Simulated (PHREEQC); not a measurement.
Make-up at 25 °C: 0.29 mol/kgw HNO3, 7.8e-05 mol/kgw AlCl3 and 0.19 mol/kgw KCl. Closed to the air; pH follows from the charge balance.

Model: ion-association model, phreeqc.dat, run in PHREEQC.

No solid was allowed to form.

**Question.** Predict the pH, specific conductance, density.

**Answer.** pH 0.65; specific conductance 108000 µS/cm; density 1.015 g/cm³.
